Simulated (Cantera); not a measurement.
Charge: 1 mol CaO, 28 mol HCl, 24 mol N2, held at 1200 K and 2.80 Pa.

Cantera equilibrium calculation (NASA polynomials, part measured and part estimated; ideal gas, pure solids and liquids). Candidate condensed phases: Ca, CaCl2, CaO, Ca(OH)2, H2O, NH4Cl; 36 gas species. Equilibrium is a limit: real reactors are often held back by kinetics, nucleation or transport.

Base state: HCl 0.499, N2 0.461, CaCl2 0.0192, H2O 0.0192, Cl 0.000804, H2 0.000403 (mole fractions); condensed: gas only.

Task: What changes in the equilibrium state with this change: temperature from 1200 K to 1575 K?

Result: 
```
species    before     after
-------  --------  --------
HCl         0.499     0.467
N2          0.461     0.455
Cl       0.000804    0.0260
H2       0.000403    0.0126
H2O        0.0192    0.0189
CaCl2      0.0192    0.0190
H         7.48e-7  0.000881
OH        2.85e-7   4.81e-5
```
